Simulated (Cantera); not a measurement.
An adiabatic, constant-volume homogeneous reactor starts with H2 : O2 : N2 : H2O = 1 : 0.877 : 3.3 : 0.16 (molar parts), at 1075 K and 4.93 atm.

Computed with Cantera and GRI-Mech 3.0 (53 species, 325 reactions). The hydrogen kinetics of GRI-Mech 3.0 are dated; newer H2 mechanisms differ, most at raised pressure.

### Question
Predict: time of steepest temperature rise; temperature at 2.00 s; equilibrium temperature; x(H2) at 2.00 s; x(O2) at 2.00 s; x(H2O) at 2.00 s; x(OH) at 2.00 s; x(H2O2) at 2.00 s; x(O) at 2.00 s.

### Answer
```json
{
 "time_of_steepest_temperature_rise": "2.24 ms",
 "temperature at 2.00 s": "2578 K",
 "equilibrium_temperature": "2578 K",
 "x(H2) at 2.00 s": "0.00231 (gas-phase equilibrium 0.00231)",
 "x(O2) at 2.00 s": "0.0681 (gas-phase equilibrium 0.0681)",
 "x(H2O) at 2.00 s": "0.230 (gas-phase equilibrium 0.230)",
 "x(OH) at 2.00 s": "0.0116 (gas-phase equilibrium 0.0116)",
 "x(H2O2) at 2.00 s": "1.65e-6 (gas-phase equilibrium 1.65e-6)",
 "x(O) at 2.00 s": "0.00167 (gas-phase equilibrium 0.00167)"
}
```
